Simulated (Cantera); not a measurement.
Input: 1 mol Cu₂O, 490 mol H₂, at 0.0133 bar.

Cantera equilibrium calculation (NASA polynomials, part measured and part estimated; ideal gas, pure solids and liquids). Candidate condensed phases: Cu, CuO, Cu(OH)₂, Cu₂O, H₂O; 12 gas species. Rates play no part.

**Question.** At 1925 °C, list the 5 most abundant gas species with their mole fractions, and the condensed phases.

**Answer.** H₂ 0.947, H 0.0469, Cu 0.00397, H₂O 0.00197, OH 1.36e-5. Condensed: gas only.
